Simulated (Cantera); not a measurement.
Feed: 1 mol Cu, 29 mol H2O, 280 mol H2, at 750 Torr.

Equilibrium computed with Cantera from the NASA thermochemical tables; the gas is ideal and each condensed phase is pure. Candidate condensed phases: Cu, CuO, Cu(OH)2, Cu2O, H2O; 12 gas species. Kinetics and transport are ignored.

Q: At 1650 K, list the 4 most abundant gas species with their mole fractions, and the condensed phases.

A: H2 0.906, H2O 0.0938, H 8.65e-5, Cu 8.12e-5. Condensed: Cu(l).
